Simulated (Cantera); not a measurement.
Input: 1 mol Si, 21 mol HCl, 59 mol N2, 7.6 mol F2, equilibrated at 773.15 K and 29.0 mbar.

Equilibrium computed with Cantera from the NASA thermochemical tables; the gas is ideal and each condensed phase is pure. Candidate condensed phases: NH4Cl, Si, Si3N4; 49 gas species. Rates play no part.

Base state: N2 0.681, HF 0.129, HCl 0.113, Cl2 0.0647, SiF4 0.0115 (mole fractions); condensed: gas only.

Problem. What changes in the equilibrium state with this change: F2 from 7.6 to 0.7 mol?

Solution. 
```csv
species,before,after
N2,0.681,0.740
HCl,0.113,0.231
H2,<1e-9,0.0163
HF,0.129,2.45e-5
Cl2,0.0647,<1e-9
SiF4,0.0115,0.00439
SiCl4,<1e-9,0.00816
```
